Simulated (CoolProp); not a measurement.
Model: reference Helmholtz-energy equation of state, Thol 2019, in CoolProp.

**Question.** Give the vapour pressure (bar), vapour density (kg/m³), enthalpy of vaporisation (kJ/kg), liquid cp (kJ/(kg K)) of saturated dodecamethylpentasiloxane (MD3M) at 169.15 °C.

**Answer.** 
```
T (°C)  p (bar)  vapour density (kg/m³)  enthalpy of vaporisation (kJ/kg)  liquid cp (kJ/(kg K))
------  -------  ----------------------  --------------------------------  ---------------------
169.15    0.194                    2.10                               131                   2.02
```
